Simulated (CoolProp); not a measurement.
Water at 293.15 K and 12.9 MPa is throttled through a valve to 8.76 MPa with no heat exchange. Each further row changes one setting.

Values from CoolProp's reference Helmholtz-energy equation of state, Wagner 2002.

```
case                      temperature change (K)  final density (kg/m³)
------------------------  ----------------------  ---------------------
as stated                                    ___                   1000
outlet pressure 2.63 MPa                     ___                    ___
outlet pressure 11.4 MPa                    +0.3                   1000
```

Question: What belongs in the gaps?

Answer: 
- as stated, temperature change (K): +0.9
- outlet pressure 2.63 MPa, temperature change (K): +2.3
- outlet pressure 2.63 MPa, final density (kg/m³): 999
